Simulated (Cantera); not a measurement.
An adiabatic, constant-pressure homogeneous reactor starts with CO : H₂ : O₂ : N₂ = 1 : 0.13 : 0.377 : 1.42 (molar parts), equivalence ratio 1.5, at 1423 K and 5.00 bar. Integrator tolerance rtol = 1e-08.

Cantera simulation using GRI-Mech 3.0 (53 species, 325 reactions); the numbers are that mechanism's predictions, not measurements. The hydrogen kinetics of GRI-Mech 3.0 are dated; newer H2 mechanisms differ, most at raised pressure.

Question: What does this change do: 0.22 parts H2O added?

Answer: 
| quantity | before | after |
|---|---|---|
| time of steepest temperature rise | 7.44 µs | 9.09 µs |
| temperature at 2.00 s | 2916 K | 2828 K |
| equilibrium temperature | 2916 K | 2828 K |
| x(CO) at 2.00 s | 0.183 (gas-phase equilibrium 0.183) | 0.154 (gas-phase equilibrium 0.154) |
| x(H₂) at 2.00 s | 0.00486 (gas-phase equilibrium 0.00486) | 0.0114 (gas-phase equilibrium 0.0114) |
| x(O₂) at 2.00 s | 0.0140 (gas-phase equilibrium 0.0140) | 0.00987 (gas-phase equilibrium 0.00987) |
| x(N₂O) at 2.00 s | 9.53e-7 (gas-phase equilibrium 9.53e-7) | 6.59e-7 (gas-phase equilibrium 6.59e-7) |
| x(H) at 2.00 s | 0.00380 (gas-phase equilibrium 0.00380) | 0.00436 (gas-phase equilibrium 0.00436) |
| x(HO₂) at 2.00 s | 4.37e-6 (gas-phase equilibrium 4.37e-6) | 4.68e-6 (gas-phase equilibrium 4.68e-6) |

Question: What does this change do: CO 1 to 2.1 parts?

Answer: 
| quantity | before | after |
|---|---|---|
| time of steepest temperature rise | 7.44 µs | 9.66 µs |
| temperature at 2.00 s | 2916 K | 2760 K |
| equilibrium temperature | 2916 K | 2760 K |
| x(CO) at 2.00 s | 0.183 (gas-phase equilibrium 0.183) | 0.397 (gas-phase equilibrium 0.397) |
| x(H₂) at 2.00 s | 0.00486 (gas-phase equilibrium 0.00486) | 0.00814 (gas-phase equilibrium 0.00814) |
| x(O₂) at 2.00 s | 0.0140 (gas-phase equilibrium 0.0140) | 0.000646 (gas-phase equilibrium 0.000646) |
| x(N₂O) at 2.00 s | 9.53e-7 (gas-phase equilibrium 9.53e-7) | 1.19e-7 (gas-phase equilibrium 1.19e-7) |
| x(H) at 2.00 s | 0.00380 (gas-phase equilibrium 0.00380) | 0.00289 (gas-phase equilibrium 0.00289) |
| x(HO₂) at 2.00 s | 4.37e-6 (gas-phase equilibrium 4.37e-6) | 2.56e-7 (gas-phase equilibrium 2.56e-7) |
